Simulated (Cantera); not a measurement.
What does this Cantera script print?

```python
import numpy as np
import cantera as ct

gas = ct.Solution("gri30.yaml")
gas.TPX = 550, 130000, {'CH4': 1, 'C2H6': 1.2, 'O2': 5.17, 'N2': 19.4, 'H2O': 0.58}
inlet = ct.Reservoir(gas, clone=True)
gas.equilibrate("HP")  # start burning
reactor = ct.IdealGasConstPressureReactor(gas, energy="on", clone=False)
exhaust = ct.Reservoir(gas, clone=True)
tau = [0.093, 0.046, 0.022, 0.011, 0.0054, 0.0027, 0.0013, 0.00064, 0.00032, 0.00016, 7.6e-05, 3.7e-05, 1.8e-05][0]
for a, b in ((inlet, reactor), (reactor, exhaust)):
    ct.MassFlowController(a, b, mdot=lambda t: reactor.mass / tau)
net = ct.ReactorNet([reactor])
show = ['CH4', 'C2H6', 'O2', 'HCN', 'H2', 'HO2']

rows = []
print(f"{'tau/s':>10s}{'T/K':>9s}" + "".join(f"{s:>11s}" for s in show))
for tau in [0.093, 0.046, 0.022, 0.011, 0.0054, 0.0027, 0.0013, 0.00064, 0.00032, 0.00016, 7.6e-05, 3.7e-05, 1.8e-05]:
    net.initial_time = 0.0
    net.advance(30 * tau)
    before = gas.X
    net.advance(40 * tau)
    drift = np.max(np.abs(gas.X - before) / (gas.X + 1e-9))
    rows.append([gas.T, *gas[show].X, drift])
    print(f"{tau:10.3e}{gas.T:9.1f}" + "".join(f"{x:11.3e}" for x in gas[show].X))
```

Output:

```
     tau/s      T/K        CH4       C2H6         O2        HCN         H2        HO2
 9.300e-02   2290.6  3.481e-06  1.274e-07  4.474e-04  1.283e-06  2.389e-02  1.485e-07
 4.600e-02   2283.1  5.052e-06  2.470e-07  6.236e-04  1.947e-06  2.406e-02  2.130e-07
 2.200e-02   2271.5  7.163e-06  4.871e-07  9.216e-04  2.781e-06  2.434e-02  3.254e-07
 1.100e-02   2256.5  9.930e-06  9.104e-07  1.348e-03  3.654e-06  2.473e-02  4.897e-07
 5.400e-03   2236.3  1.429e-05  1.714e-06  1.975e-03  4.611e-06  2.527e-02  7.360e-07
 2.700e-03   2211.7  2.133e-05  3.159e-06  2.801e-03  5.620e-06  2.594e-02  1.070e-06
 1.300e-03   2180.9  3.455e-05  6.037e-06  3.928e-03  6.875e-06  2.676e-02  1.549e-06
 6.400e-04   2147.3  5.888e-05  1.148e-05  5.316e-03  8.538e-06  2.762e-02  2.185e-06
 3.200e-04   2111.6  1.065e-04  2.217e-05  7.094e-03  1.109e-05  2.842e-02  3.099e-06
 1.600e-04   2071.8  2.113e-04  4.544e-05  9.750e-03  1.549e-05  2.914e-02  4.729e-06
 7.600e-05   2010.0  5.461e-04  1.168e-04  1.560e-02  2.419e-05  3.004e-02  9.841e-06
 3.700e-05    550.0  3.656e-02  4.388e-02  1.890e-01 -2.593e-20 -3.693e-17 -5.780e-19
 1.800e-05    550.0  3.656e-02  4.388e-02  1.890e-01 -1.649e-22 -2.348e-19  7.153e-21
```

Computed with Cantera and GRI-Mech 3.0 (53 species, 325 reactions).
